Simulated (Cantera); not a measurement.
An isothermal, constant-pressure homogeneous reactor starts with C2H4 : H2 = 1 : 26 (molar parts), at 1300 K and 1.00 bar. Integrator tolerance rtol = 1e-08.

Computed with Cantera and GRI-Mech 3.0 (53 species, 325 reactions). GRI-Mech 3.0 was tuned for natural gas; its chemistry of ethylene as a main component is partial and can be far from experiment. GRI-Mech 3.0 stops at C3 and has no aromatics, soot or wall deposition, so with more carbon than oxygen in the feed, carbon stays in small species such as C2H2 where larger ones or solid carbon would form.

### Question
What does this change do: pressure from 1.00 bar to 100.0 Torr?

### Answer
```csv
quantity,before,after
x(C2H4) at 3.00 s,0.00258 (gas-phase equilibrium 0.000185),0.00816 (gas-phase equilibrium 0.00109)
x(H2) at 3.00 s,0.927 (gas-phase equilibrium 0.923),0.959 (gas-phase equilibrium 0.928)
x(H) at 3.00 s,2.37e-6 (gas-phase equilibrium 1.07e-6),1.29e-5 (gas-phase equilibrium 2.94e-6)
x(C2H) at 3.00 s,1.22e-12 (gas-phase equilibrium <1e-12),1.41e-10 (gas-phase equilibrium 4.41e-12)
x(CH4) at 3.00 s,0.0691 (gas-phase equilibrium 0.0764),0.00932 (gas-phase equilibrium 0.0680)
x(C2H2) at 3.00 s,0.00106 (gas-phase equilibrium 7.07e-5),0.0235 (gas-phase equilibrium 0.00311)
x(C2H6) at 3.00 s,0.000104 (gas-phase equilibrium 8.61e-6),4.49e-5 (gas-phase equilibrium 6.78e-6)
```

### Question
What does this change do: C2H4 1 to 2.3 parts?

### Answer
```csv
quantity,before,after
x(C2H4) at 3.00 s,0.00258 (gas-phase equilibrium 0.000185),0.00915 (gas-phase equilibrium 0.00119)
x(H2) at 3.00 s,0.927 (gas-phase equilibrium 0.923),0.840 (gas-phase equilibrium 0.825)
x(H) at 3.00 s,2.37e-6 (gas-phase equilibrium 1.07e-6),2.31e-6 (gas-phase equilibrium 1.01e-6)
x(C2H) at 3.00 s,1.22e-12 (gas-phase equilibrium <1e-12),5.02e-12 (gas-phase equilibrium <1e-12)
x(CH4) at 3.00 s,0.0691 (gas-phase equilibrium 0.0764),0.147 (gas-phase equilibrium 0.173)
x(C2H2) at 3.00 s,0.00106 (gas-phase equilibrium 7.07e-5),0.00408 (gas-phase equilibrium 0.000509)
x(C2H6) at 3.00 s,0.000104 (gas-phase equilibrium 8.61e-6),0.000346 (gas-phase equilibrium 4.95e-5)
```
